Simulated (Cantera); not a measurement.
A closed system holds: 1 mol Ta2O5, 11 mol CO, at 3.50 bar.

Equilibrium computed with Cantera from the NASA thermochemical tables; the gas is ideal and each condensed phase is pure. Candidate condensed phases: C, Ta, TaC, Ta2O5; 15 gas species. Mutual solubility and eutectic melting of coexisting phases are not modelled. TaC: taken at fixed stoichiometry. Condensed phases not in the tables: Ta2C. The numbers say what is thermodynamically allowed, not how fast it happens.

log p: log10 of the partial pressure in bar; n: condensed amount in mol.

| T (K) | log p CO | log p CO2 | log p TaO2 | log p TaO | log p O | n C(graphite) | n Ta2O5(s) | n TaC(s) | n Ta2O5(l) |
|---|---|---|---|---|---|---|---|---|---|
| 1175 | 0.51 | -0.55 | <-11 | <-11 | <-11 | 0.817 | 1.00 | 0 | 0 |
| 1375 | 0.54 | -1.57 | <-11 | <-11 | <-11 | 0.0837 | 1.00 | 0 | 0 |
| 1575 | 0.54 | -1.99 | ___ | <-11 | <-11 | 0 | 0.995 | 0.00924 | 0 |
| 1775 | 0.54 | -1.99 | -8.53 | -10.49 | -10.35 | 0 | 0.995 | 0.00913 | 0 |
| 1975 | 0.54 | -2.00 | ___ | ___ | ___ | 0 | 0.995 | 0.00907 | 0 |
| 2175 | 0.54 | -2.02 | -5.14 | -6.45 | -7.50 | 0 | 0 | 0.00856 | 0.996 |
| 2375 | 0.54 | -2.06 | -3.98 | -5.02 | -6.46 | 0 | 0 | 0.00781 | 0.996 |

### Question
What belongs in the gaps?

### Answer

- 1975, log p TaO2: -6.62
- 1975, log p TaO: -8.24
- 1975, log p O: -8.77
- 1575, log p TaO2: -10.95
